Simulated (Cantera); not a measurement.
# MgCO₃ + SO₂ + H₂O (roasting and sulfation)

Feed: 1 mol MgCO₃, 1.9 mol SO₂, 0.37 mol H₂O, equilibrated at 725 K.

Cantera equilibrium calculation (NASA polynomials, part measured and part estimated; ideal gas, pure solids and liquids). Candidate condensed phases: C, C₆H₆, C₇H₈, C₈H₁₈, H₂O, H₂SO₄, Mg, MgCO₃, MgO, Mg(OH)₂, MgS, MgSO₄, S; 130 gas species. Gases not in the tables: S₃ to S₇. Rates play no part.

```tsv
P (Pa)	log p SO₂	log p CO₂	log p H₂O	log p S₂	log p H₂S	log p S₈	n MgO(s)	n MgSO₄(s)	n S(l)
1000	-2.24	-2.51	-2.95	-5.67	-6.01	<-14	0.996	0.00409	0
2600	-1.86	-2.06	-2.51	-3.42	-4.07	-8.68	0.789	0.211	0
6700	-1.68	-1.52	-2.01	-2.33	-2.85	-4.29	0.184	0.816	0
17000	-1.43	-1.06	-1.57	-1.96	-2.25	-2.81	0	1.00	0
45000	-1.00	-0.63	-1.13	-1.78	-1.89	-2.10	0	1.00	0
120000	-0.57	-0.19	-0.68	-1.64	-1.55	-1.54	0	1.00	0
300000	-0.17	0.21	-0.27	-1.53	-1.25	-1.09	0	1.00	0
770000	0.24	0.62	0.15	-1.42	-0.95	-0.64	0	1.00	0
2000000	0.65	1.04	0.59	-1.39	-0.71	-0.54	0	1.00	0.256
```
log p: log10 of the partial pressure in bar; n: condensed amount in mol.

From 10.0 mbar to 67.0 mbar the condensed part is MgO(s) + MgSO₄(s). From 0.170 bar to 7.70 bar the condensed part is MgSO₄(s). At 20.0 bar the condensed part is MgSO₄(s) + S(l).
